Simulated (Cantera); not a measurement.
Feed: 1 mol Si, 3.6 mol F₂, held at 823 K and 1.00 bar.

Method: chemical equilibrium by Gibbs-energy minimisation in Cantera with the NASA 1993 tables (ideal gas, pure condensed phases). Candidate condensed phases: Si; 9 gas species. Equilibrium is a limit: real reactors are often held back by kinetics, nucleation or transport.

Base state: F₂ 0.608, SiF₄ 0.383, F 0.00914 (mole fractions); condensed: gas only.

What changes in the equilibrium state with this change: temperature from 823 K to 923 K?


```tsv
species	before	after
F₂	0.608	0.589
SiF₄	0.383	0.378
F	0.00914	0.0330
```
